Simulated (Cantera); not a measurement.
## Reactions in the system Cr-N-O

Source: NASA polynomial tables (part measured, part estimated), evaluated in Cantera. Values are per mole of reaction as written; species without (g) are pure solids or liquids, kept so even where they would boil at 1 bar.

2 Cr + 3 N2O(g) ⇌ Cr2O3 + 3 N2(g)

| T (K) | ΔH° (kJ) | ΔS° (J/K) | ΔG° (kJ) | log10 K |
|---|---|---|---|---|
| 1375 | -1376.6 | -38.3 | -1324.0 | 50.30 |
| 1475 | -1378.6 | -39.7 | -1320.1 | 46.75 |
| 1575 | -1381.0 | -41.2 | -1316.0 | 43.65 |
| 1675 | -1383.7 | -42.9 | -1311.8 | 40.91 |
| 1775 | -1386.9 | -44.7 | -1307.5 | 38.47 |
| 1875 | -1390.4 | -46.7 | -1302.9 | 36.30 |
| 1975 | -1394.3 | -48.7 | -1298.1 | 34.33 |
| 2075 | -1398.7 | -50.9 | -1293.1 | 32.55 |
